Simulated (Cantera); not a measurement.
Input (Python, Cantera):

```python
import numpy as np
import cantera as ct

gas = ct.Solution("h2o2.yaml")
gas.TPX = 600, 500000, {'H2': 1, 'O2': 0.333, 'N2': 1.25, 'H2O': 0.014}
flame = ct.FreeFlame(gas, width=0.013)
flame.set_refine_criteria(ratio=3, slope=0.08, curve=0.16)
flame.transport_model = "mixture-averaged"
flame.solve(loglevel=0, auto=True)
z, T = flame.grid, flame.T
thick = (T[-1] - T[0]) / np.gradient(T, z).max()
show = ['H2', 'O2', 'H2O', 'HO2', 'H', 'H2O2']
print(f"laminar burning velocity  {flame.velocity[0] * 100:.3f} cm/s")
print(f"burnt temperature         {T[-1]:.1f} K")
print(f"thermal thickness         {thick * 1e3:.4f} mm")
print(f"grid points               {len(z)}")
z0 = z[flame.heat_release_rate.argmax()]
print(f"{'z/mm':>9s}{'T/K':>9s}{'u/(m/s)':>9s}" + "".join(f"{s:>11s}" for s in show))
rows = []
for k in (-3, -2, -1.5, -1, -0.5, -0.25, 0, 0.25, 0.5, 1, 2, 4, 8):
    zz = z0 + k * thick
    rows.append([k * thick, np.interp(zz, z, T), np.interp(zz, z, flame.velocity),
                 *(np.interp(zz, z, flame.X[gas.species_index(s)]) for s in show)])
    print(f"{rows[-1][0] * 1e3:9.3f}{rows[-1][1]:9.1f}{rows[-1][2]:9.3f}" + "".join(f"{x:11.3e}" for x in rows[-1][3:]))
```

It prints:

```
laminar burning velocity  915.969 cm/s
burnt temperature         2476.6 K
thermal thickness         0.0557 mm
grid points               114
     z/mm      T/K  u/(m/s)         H2         O2        H2O        HO2          H       H2O2
   -0.167    600.0    9.160  3.851e-01  1.282e-01  5.391e-03  4.847e-12  1.926e-15  2.987e-14
   -0.111    600.0    9.160  3.851e-01  1.282e-01  5.391e-03  2.521e-10  1.602e-13  1.689e-12
   -0.084    600.0    9.160  3.850e-01  1.282e-01  5.391e-03  8.833e-09  8.852e-12  6.208e-11
   -0.056    600.2    9.160  3.848e-01  1.283e-01  5.395e-03  9.022e-07  5.217e-09  6.870e-09
   -0.028    633.0    9.555  3.767e-01  1.290e-01  6.624e-03  4.768e-04  8.848e-05  9.272e-06
   -0.014    902.9   13.206  3.384e-01  1.224e-01  3.038e-02  7.313e-04  4.437e-03  5.610e-05
    0.000   1358.2   19.242  2.549e-01  8.862e-02  1.074e-01  3.277e-04  2.622e-02  1.832e-05
    0.014   1690.9   23.644  1.744e-01  3.966e-02  1.998e-01  1.323e-04  5.003e-02  3.925e-06
    0.028   1861.7   25.857  1.396e-01  1.511e-02  2.456e-01  4.786e-05  5.694e-02  2.278e-06
    0.056   2019.2   27.802  1.289e-01  4.263e-03  2.682e-01  1.309e-05  5.066e-02  1.247e-06
    0.111   2161.4   29.477  1.321e-01  1.970e-03  2.774e-01  5.970e-06  3.744e-02  6.914e-07
    0.223   2278.7   30.809  1.360e-01  1.016e-03  2.848e-01  3.021e-06  2.548e-02  4.068e-07
    0.446   2366.9   31.784  1.389e-01  4.462e-04  2.909e-01  1.288e-06  1.620e-02  2.304e-07
```

Cantera simulation using the H2/O2 subset of GRI-Mech 3.0, which has no nitrogen chemistry; the numbers are that mechanism's predictions, not measurements. The hydrogen kinetics of GRI-Mech 3.0 are dated; newer H2 mechanisms differ, most at raised pressure. Burning velocities carry a grid error of a few per cent, more on coarse grids.
